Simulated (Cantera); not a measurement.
What does this Cantera script print?

```python
import numpy as np
import cantera as ct

gas = ct.Solution("gri30.yaml")
gas.TPX = 1323, 1333, {'N2O': 1}
reactor = ct.IdealGasConstPressureReactor(gas, energy="off", clone=False)
net = ct.ReactorNet([reactor])
net.rtol, net.atol = 1e-08, 1e-18
show = ['N2O', 'O2', 'NO', 'O', 'N2']
times = np.geomspace(8e-05, 300, 10)

steps = ct.SolutionArray(gas, extra=["t"])
rows = []
print(f"{'t/s':>10s}{'T/K':>9s}{'P/Pa':>11s}" + "".join(f"{s:>11s}" for s in show))
for t in times:
    while net.time < t:
        t_next = net.step()
        steps.append(gas.state, t=t_next)
    rows.append([np.interp(t, steps.t, y) for y in (steps.T, steps.P, *steps(*show).X.T)])
    print(f"{t:10.3e}{rows[-1][0]:9.1f}{rows[-1][1]:11.4g}" + "".join(f"{x:11.3e}" for x in rows[-1][2:]))
rate = np.gradient(steps.T, steps.t)
print("integrator steps:", len(steps.t))
if steps.T.max() > steps.T[0] + 200:
    print(f"time of steepest temperature rise: {steps.t[rate.argmax()]:.4e} s")
gas.TPX = 1323, 1333, {'N2O': 1}
gas.equilibrate("TP")
print(f"equilibrium (TP): T = {gas.T:.1f} K  " + "  ".join(f"{s} {gas[s].X[0]:.3e}" for s in show))
```

Result:

```
       t/s      T/K       P/Pa        N2O         O2         NO          O         N2
 8.000e-05   1323.0       1333  1.000e+00  2.776e-07  1.053e-07  2.386e-06  2.994e-06
 4.301e-04   1323.0       1333  1.000e+00  5.726e-06  2.171e-06  7.792e-06  2.033e-05
 2.312e-03   1323.0       1333  9.998e-01  5.735e-05  2.175e-05  1.027e-05  1.358e-04
 1.243e-02   1323.0       1333  9.987e-01  3.458e-04  1.311e-04  1.027e-05  7.675e-04
 6.682e-02   1323.0       1333  9.932e-01  1.890e-03  7.167e-04  1.027e-05  4.149e-03
 3.592e-01   1323.0       1333  9.643e-01  9.999e-03  3.791e-03  1.027e-05  2.191e-02
 1.931e+00   1323.0       1333  8.264e-01  4.865e-02  1.844e-02  1.026e-05  1.065e-01
 1.038e+01   1323.0       1333  3.948e-01  1.696e-01  6.422e-02  1.021e-05  3.713e-01
 5.581e+01   1323.0       1333  1.673e-02  2.759e-01  1.036e-01  8.401e-06  6.037e-01
 3.000e+02   1323.0       1333  3.299e-06  2.809e-01  1.046e-01  1.238e-06  6.143e-01
integrator steps: 1326
equilibrium (TP): T = 1323.0 K  N2O 3.718e-09  O2 3.331e-01  NO 5.339e-04  O 1.338e-06  N2 6.664e-01
```

Computed with Cantera and GRI-Mech 3.0 (53 species, 325 reactions). GRI-Mech 3.0 was tuned for natural gas; its chemistry of N2O as a main component is partial and can be far from experiment. Radical loss at walls, strong at low pressure, is not modelled. The mechanism lacks the step 2 NO + O2 → 2 NO2, which can matter for NO2 below about 1400 K. The temperature is held fixed by assumption; the heat of reaction is taken as removed at once.
